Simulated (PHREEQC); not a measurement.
Solution A (0.0066 mol Cu(BF4)2 and 0.15 mol H2SO4 per kg of water) is mixed with solution B (0.0046 mol/kgw KH2PO4 and 3.6e-05 mol/kgw K2HPO4) at 25 °C; shares are by mass of water, 1 kg in all. O2 is buffered at 0.21 atm. The system is closed to CO2. Only these solids could form: Cu(OH)2, Brochantite, Antlerite, Cu3(PO4)2:3H2O, Chalcanthite, CuF2:2H2O.

The series has 11 steps of share of solution B, from 0 to 1.

The numbers come from PHREEQC with the ion-association model, wateq4f.dat.

**Question.** Between which two steps does the pH jump most, and from what to what?

**Answer.** Between share of solution B = 0.9 and 1: from 1.78 to 5.13.

H3PO4, which wateq4f.dat lacks, is added to it with the constant of phreeqc.dat. Real BF4- forms and hydrolyses slowly; the run takes it at equilibrium. The database has no phosphate complexes of Cu.
